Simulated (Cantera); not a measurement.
Mixture: 2.38 % C₃H₈, 20.5 % O₂, 77.1 % N₂, at 5.00 bar, adiabatic and at constant pressure. Ignition delay is the time to a rise of 400 K.

Computed with Cantera and GRI-Mech 3.0 (53 species, 325 reactions). GRI-Mech 3.0 was tuned for natural gas; its chemistry of propane as a main component is partial and can be far from experiment.

Question: Predict: delay at 1300 K; delay at 1500 K; delay at 1700 K; delay at 1900 K; apparent activation energy between 1800 and 2000 K.

Answer: 
```
Property                                                Result
--------------------------------------------------  ----------
delay at 1300 K                                       0.419 ms
delay at 1500 K                                        29.2 µs
delay at 1700 K                                        6.04 µs
delay at 1900 K                                        2.45 µs
apparent activation energy between 1800 and 2000 K  100 kJ/mol
```
